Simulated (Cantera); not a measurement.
Standard-state values (1 bar) from the NASA 1993 polynomials, evaluated with Cantera. Values are per mole of reaction as written; species without (g) are pure solids or liquids, kept so even where they would boil at 1 bar. The tables' values for SiF2 are old estimates.

2 SiCl2(g) ⇌ SiCl4(g) + Si

| T (K) | ΔH° (kJ) | ΔS° (J/K) | ΔG° (kJ) | log10 K |
|---|---|---|---|---|
| 300 | -325.5 | -212.8 | -261.6 | 45.56 |
| 773 | -319.2 | -200.8 | -163.9 | 11.08 |
| 873 | [?] | [?] | [?] | [?] |
| 973 | -315.8 | -196.9 | -124.2 | 6.67 |
| 1073 | -314.0 | -195.2 | -104.6 | 5.09 |
| 1173 | -312.2 | -193.6 | -85.1 | 3.79 |
| 1273 | -310.3 | -192.0 | -65.8 | 2.70 |
| 1373 | [?] | [?] | [?] | [?] |
| 1473 | -306.4 | -189.2 | -27.7 | 0.98 |
| 1573 | [?] | [?] | [?] | [?] |

Problem. Some entries are withheld; supply them.

Solution. 
- 873, ΔH° (kJ): -317.5
- 873, ΔS° (J/K): -198.8
- 873, ΔG° (kJ): -144.0
- 873, log10 K: 8.61
- 1373, ΔH° (kJ): -308.4
- 1373, ΔS° (J/K): -190.6
- 1373, ΔG° (kJ): -46.7
- 1373, log10 K: 1.78
- 1573, ΔH° (kJ): -304.5
- 1573, ΔS° (J/K): -187.9
- 1573, ΔG° (kJ): -8.9
- 1573, log10 K: 0.29
